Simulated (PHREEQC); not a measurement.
Solution (25 °C): 0.0015 mol/kgw HF, 0.0002 mol/kgw (CH3)4NF, 0.00094 mol/kgw (NH4)2SiF6 and 0.0016 mol/kgw HCl. Closed to the air; pH follows from the charge balance.

Computed with PHREEQC (ion-association model, phreeqc.dat).

This is a speciation only: nothing precipitates in the calculation.

Problem. Order these F species by the share of F that they hold, largest first: HF, HF2-, SiF6-2, F-.

Solution. SiF6-2 (61 %), HF (27 %), F- (11 %), HF2- (0.17 %)

The pH is 2.76 and the ionic strength 0.00468 mol/kgw. Saturation is exceeded, for instance for Quartz (slow to form); the values hold only as long as no solid forms. (CH3)4N+ isn't in the database: it is added as a free cation with an ion size of 4 Å. SiF6-2 is the database's only silicon fluoride.
